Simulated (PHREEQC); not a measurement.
Make-up at 20 °C: 0.5 mol/kgw KCl, 0.12 mol/kgw NaHCO3 and 0.08 mol/kgw NaCl. Closed to the air; pH follows from the charge balance.

Computed with PHREEQC (Pitzer model, pitzer.dat).

```json
[
 {"quantity": "pH", "before": "7.93", "after": "7.79"},
 {"quantity": "CO2 (mol/kgw)", "before": "0.00193", "after": "0.0104"},
 {"quantity": "CO3-2 (mol/kgw)", "before": "0.00193", "after": "0.0104"},
 {"quantity": "SI of Nahcolite (NaHCO3)", "before": "-1.65", "after": "-0.53"},
 {"quantity": "SI of Halite (NaCl)", "before": "-2.89", "after": "-2.40"}
]
```

Problem. Which change was made?
(A) 0.015 mol/kgw NaOH added
(B) NaHCO3 from 0.12 to 0.6 mol/kgw
(C) diluted 10-fold with water
(D) KCl left out
(E) NaCl left out

Solution. B, NaHCO3 from 0.12 to 0.6 mol/kgw

No solid was allowed to form.
